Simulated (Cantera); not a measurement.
Ignition delay

Mixture: C₃H₈ : O₂ : N₂ = 1 : 7.69 : 28.9 (molar parts), equivalence ratio 0.65, at 3.10 bar, adiabatic and at constant volume. Ignition delay is the time to a rise of 400 K.

Detailed kinetics in Cantera: GRI-Mech 3.0 (53 species, 325 reactions). GRI-Mech 3.0 was tuned for natural gas; its chemistry of propane as a main component is partial and can be far from experiment.

```json
[
 {"T0 (K)": "1048", "delay (ms)": "74.2"},
 {"T0 (K)": "1098", "delay (ms)": "25.8"},
 {"T0 (K)": "1148", "delay (ms)": "9.09"},
 {"T0 (K)": "1198", "delay (ms)": "3.31"},
 {"T0 (K)": "1248", "delay (ms)": "1.27"},
 {"T0 (K)": "1298", "delay (ms)": "0.526"},
 {"T0 (K)": "1348", "delay (ms)": "0.236"},
 {"T0 (K)": "1398", "delay (ms)": "0.116"}
]
```

The apparent activation energy between 1298 and 1398 K is 230 kJ/mol.
